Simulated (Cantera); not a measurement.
Pyrogenic steam for wet oxidation

An isothermal, constant-pressure homogeneous reactor starts with H₂ : O₂ : N₂ = 0.3 : 0.26 : 15 (molar parts), equivalence ratio 0.58, at 1375 K and 100000 Pa.

Cantera simulation using GRI-Mech 3.0 (53 species, 325 reactions); the numbers are that mechanism's predictions, not measurements.

```csv
t (s),x H₂,x O₂,x O,x OH,x N₂O,x H₂O₂
4.00e-6,0.0193,0.0167,1.43e-10,1.21e-10,<1e-12,1.36e-12
1.02e-5,0.0193,0.0167,7.30e-10,5.63e-10,<1e-12,8.18e-12
2.61e-5,0.0193,0.0167,4.49e-9,3.30e-9,<1e-12,4.48e-11
6.66e-5,0.0193,0.0167,1.00e-7,7.27e-8,1.37e-12,2.74e-10
0.000170,0.0180,0.0161,0.000154,0.000115,2.00e-9,4.72e-8
0.000434,0.00167,0.00790,0.00157,0.000724,1.04e-7,3.43e-7
0.00111,0.000602,0.00726,0.000444,0.000408,1.51e-7,2.58e-7
0.00283,0.000116,0.00712,7.77e-5,0.000170,2.30e-7,9.72e-8
0.00722,1.75e-5,0.00712,1.17e-5,6.63e-5,2.90e-7,2.31e-8
0.0184,3.27e-6,0.00713,2.33e-6,2.98e-5,3.09e-7,5.67e-9
0.0471,8.49e-7,0.00713,6.37e-7,1.56e-5,2.85e-7,1.69e-9
0.120,2.86e-7,0.00713,2.21e-7,9.18e-6,2.04e-7,6.11e-10
0.307,1.24e-7,0.00713,9.64e-8,6.06e-6,8.30e-8,2.72e-10
0.783,7.75e-8,0.00713,5.94e-8,4.75e-6,1.56e-8,1.70e-10
2.00,7.10e-8,0.00713,5.42e-8,4.54e-6,9.24e-9,1.55e-10
```
x: mole fraction; the columns are a selection and need not sum to one.

Equilibrium at this temperature and pressure: H₂ 7.13e-8, O₂ 0.00707, O 5.39e-8, OH 4.53e-6, N₂O 9.18e-9, H₂O₂ 1.55e-10 (gas phase only).
